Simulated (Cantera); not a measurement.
Reactions in the system Cl-Fe-H-O

Standard-state values (1 bar) from the NASA 1993 polynomials, evaluated with Cantera. Values are per mole of reaction as written; species without (g) are pure solids or liquids, kept so even where they would boil at 1 bar.

2 HCl(g) + 3 Fe(OH)2 → H2(g) + FeCl2(g) + 2 Fe(OH)3

```
T (K)  ΔH° (kJ)  ΔS° (J/K)  ΔG° (kJ)  log10 K
-----  --------  ---------  --------  -------
498        92.1      -20.4     102.3   -10.73
648        88.5      -26.8     105.9    -8.54
798        85.8      -30.6     110.2    -7.21
948        83.5      -33.3     115.0    -6.34
1098       81.9      -34.8     120.1    -5.72
1248       81.2      -35.5     125.4    -5.25
1398       81.1      -35.5     130.8    -4.89
```
